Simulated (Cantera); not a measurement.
A closed system holds: 1 mol HCl, 9.8 mol H2O, 50 mol N2, at 2750 K and 1.20 mbar.

Equilibrium computed with Cantera from the NASA thermochemical tables; the gas is ideal and each condensed phase is pure. Kinetics and transport are ignored.

```tsv
species	before	after
H	0.223	0.519
O	0.0973	0.225
H2	0.0127	0.0690
N2	0.633	0.0462
H2O	0.00187	0.0234
OH	0.00879	0.0473
O2	0.00575	0.0307
Cl	0.0117	0.0308
HCl	0.000968	0.00592
N	5.52e-5	1.49e-5
NO	0.00508	0.00317
```
Gas species are given as mole fractions.

Question: Name the change that produced these shifts.
(A) temperature from 2750 K to 3173 K
(B) temperature from 2750 K to 948 K
(C) N2 from 50 to 1.3 mol
(D) temperature from 2750 K to 2825 K

Answer: C, N2 from 50 to 1.3 mol
